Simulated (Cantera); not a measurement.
Gas mixture: C2H6 = 0.44 (molar parts), at 0.0263 atm, frozen composition.

Cantera's kinetic-theory transport with the Lennard-Jones parameters of GRI-Mech 3.0, ideal gas; thermal conductivity in the multicomponent form. The composition is frozen, though it would react at the higher temperatures.

One state of this run: ρ (kg/m³) = 0.00584; cp (J/kg/K) = 5004; μ (µPa s) = 36.4; λ (mW/m/K) = 244; Pr = 0.747; D (cm²/s) NH3 = 129; D (cm²/s) H2O = 136; D (cm²/s) OH = 160. D: mixture-averaged diffusion coefficient of that species in the mixture.

Question: Which value of T (K) does it belong to?
A) 2150
B) 1900
C) 900
D) 1650

Answer: D, 1650
